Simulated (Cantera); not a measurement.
A perfectly stirred reactor is fed with 4.50 % CH4, 4.23 % H2, 19.2 % O2, 72.1 % N2, equivalence ratio 0.58, at 1.00 atm; it is adiabatic with a 625 K inlet, and is followed from long to short residence time, starting on the burning branch (τ in s: 0.066, 0.035, 0.018, 0.0097, 0.0051, 0.0027, 0.0014, 0.00075, 0.0004, 0.00021, 0.00011, 5.8e-05).

Detailed kinetics in Cantera: GRI-Mech 3.0 (53 species, 325 reactions).

One state of this run: T (K) = 1637; x CH4 = 0.000700; x H2 = 0.00660; x O2 = 0.0904; x CO = 0.0157; x CH3 = 8.64e-5; x H2O = 0.119. x: mole fraction; the columns are a selection and need not sum to one.

### Question
Which value of τ (s) does it belong to?
(A) 0.00011
(B) 0.00040
(C) 0.0097
(D) 0.035

### Answer
A, 0.00011
